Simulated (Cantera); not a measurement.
## Ignition delay

Mixture: 7.38 % CH₄, 0.649 % H₂, 19.3 % O₂, 72.7 % N₂, equivalence ratio 0.78, at 533 Torr, adiabatic and at constant pressure. Ignition delay is the time to a rise of 400 K.

Model: GRI-Mech 3.0 (53 species, 325 reactions), integrated in Cantera.

```tsv
T0 (K)	delay (ms)
1225	15.9
1325	5.03
1425	1.81
1525	0.759
1625	0.365
1725	0.194
1825	0.111
```

The apparent activation energy between 1625 and 1825 K is 150 kJ/mol.
